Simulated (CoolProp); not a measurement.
n-perfluorohexane at 304 K and 0.0214 MPa is throttled through a valve to 0.0104 MPa with no heat exchange. Each further row changes one setting.

The numbers come from the reference Helmholtz-energy equation of state, Gao 2022 in CoolProp.

```
case                         temperature change (K)  final density (kg/m³)
---------------------------  ----------------------  ---------------------
as stated                                         ?                   1.40
outlet pressure 0.00312 MPa                    -0.4                      ?
outlet pressure 0.0135 MPa                        ?                      ?
```

Problem. What belongs in the gaps?

Solution. 
- as stated, temperature change (K): -0.3
- outlet pressure 0.00312 MPa, final density (kg/m³): 0.419
- outlet pressure 0.0135 MPa, temperature change (K): -0.2
- outlet pressure 0.0135 MPa, final density (kg/m³): 1.83
